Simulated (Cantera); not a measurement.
Feed: 1 mol CaF2, 0.22 mol H2O, 10 mol N2, equilibrated at 875 °C and 39.8 Torr.

Method: chemical equilibrium by Gibbs-energy minimisation in Cantera with the NASA 1993 tables (ideal gas, pure condensed phases). Candidate condensed phases: Ca, CaF2, CaO, Ca(OH)2, H2O; 47 gas species. Mutual solubility and eutectic melting of coexisting phases are not modelled. Kinetics and transport are ignored.

Base state: N2 0.978, H2O 0.0214, HF 0.000337 (mole fractions); condensed: CaF2(s) + CaO(s).

Task: What changes in the equilibrium state with this change: temperature from 875 °C to 975 °C?

Result: 
```tsv
species	before	after
N2	0.978	0.978
H2O	0.0214	0.0210
HF	0.000337	0.00107
CaF2(s), mol	0.998	0.995
CaO(s), mol	0.00172	0.00549
```
